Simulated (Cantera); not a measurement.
A perfectly stirred reactor is fed with H₂ : O₂ : N₂ = 1.9 : 1 : 1.1 (molar parts), at 100.0 Torr; it is held at 1098 K, and followed from long to short residence time.

Model: the H2/O2 subset of GRI-Mech 3.0, which has no nitrogen chemistry, integrated in Cantera. The temperature is held fixed by assumption; the heat of reaction is taken as removed at once.

### Question
What does this change do: H2 1.9 to 1.2 parts?

### Answer
```
quantity                  before     after
----------------------  --------  --------
x(H₂) at τ = 0.710 s     0.00304  0.000960
x(O₂) at τ = 0.710 s      0.0178     0.148
x(H₂O₂) at τ = 0.710 s   2.03e-6   2.16e-6
x(OH) at τ = 0.710 s    0.000389  0.000323
x(H) at τ = 0.710 s     0.000305   3.63e-5
x(H₂) at τ = 15.0 ms      0.0248   0.00997
x(O₂) at τ = 15.0 ms      0.0296     0.151
x(H₂O₂) at τ = 15.0 ms   2.27e-6   4.67e-6
x(OH) at τ = 15.0 ms     0.00142   0.00137
x(H) at τ = 15.0 ms      0.00796   0.00165
```

### Question
What does this change do: temperature 1098 to 1298 K?

### Answer
```json
[
 {"quantity": "x(H₂) at τ = 0.710 s", "before": "0.00304", "after": "0.00334"},
 {"quantity": "x(O₂) at τ = 0.710 s", "before": "0.0178", "after": "0.0178"},
 {"quantity": "x(H₂O₂) at τ = 0.710 s", "before": "2.03e-6", "after": "9.58e-7"},
 {"quantity": "x(OH) at τ = 0.710 s", "before": "0.000389", "after": "0.00114"},
 {"quantity": "x(H) at τ = 0.710 s", "before": "0.000305", "after": "0.000444"},
 {"quantity": "x(H₂) at τ = 15.0 ms", "before": "0.0248", "after": "0.0245"},
 {"quantity": "x(O₂) at τ = 15.0 ms", "before": "0.0296", "after": "0.0291"},
 {"quantity": "x(H₂O₂) at τ = 15.0 ms", "before": "2.27e-6", "after": "2.39e-6"},
 {"quantity": "x(OH) at τ = 15.0 ms", "before": "0.00142", "after": "0.00391"},
 {"quantity": "x(H) at τ = 15.0 ms", "before": "0.00796", "after": "0.0115"}
]
```
